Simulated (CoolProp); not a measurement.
Vapour-liquid equilibrium of CHF3 (R23) (1) + C2F6 (R116) (2) at 214.9 K; x and y are mole fractions of (1).

Model: multi-fluid Helmholtz-energy mixture model, Penoncello 2003 and Lemmon 2006; pair parameters Bell 2016, in CoolProp.

**Question.** Give the bubble pressure and the first vapour's composition at x = 0.05, 0.65, 0.95. Is there an azeotrope?

**Answer.** x = 0.05: 3.051 bar, y = 0.165; x = 0.65: 4.271 bar, y = 0.619; x = 0.95: 3.680 bar, y = 0.881. y crosses x between x = 0.5 and 0.65: the model has an azeotrope there.

The pair parameters rest on a limited set of measurements; away from them the model extrapolates.
